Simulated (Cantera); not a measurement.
## Thermodynamics of hydrogen reduction and annealing atmospheres, feed Cr2O3 + H2 + H2O

Feed: 1 mol Cr2O3, 4 mol H2, 0.088 mol H2O, at 1023 K and 0.133 bar.

Equilibrium computed with Cantera from the NASA thermochemical tables; the gas is ideal and each condensed phase is pure. Candidate condensed phases: Cr, Cr2O3, H2O; 13 gas species. The numbers say what is thermodynamically allowed, not how fast it happens.

x(H2): 0.978
x(H2O): 0.0215
n(Cr2O3(s)): 1.00 mol
gas amount: 4.088 mol
log10 activity of Cr(s) (absent): -4.92
